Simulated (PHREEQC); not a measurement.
A solution holds 0.007 mol/kgw HF and 0.041 mol/kgw KF, at 25 °C. Closed to the air; pH follows from the charge balance.

Equilibrium calculation in PHREEQC: ion-association model, phreeqc.dat.

| quantity | before | after |
|---|---|---|
| pH | 3.92 | 4.38 |
| ionic strength (mol/kgw) | 0.0411 | 0.0411 |
| F- (mol/kgw) | 0.0402 | 0.0400 |
| HF (mol/kgw) | 0.00594 | 0.00593 |
| HF2- (mol/kgw) | 0.000917 | 0.00102 |

Q: Which change was made?
(A) KF left out
(B) temperature from 25 to 80 °C
(C) KF replaced by NH4F at the same molality
(D) diluted 5-fold with water
(E) temperature from 25 to 35 °C

A: B, temperature from 25 to 80 °C

Precipitation was switched off in this run. Constants without temperature data keep their 25 °C values here.
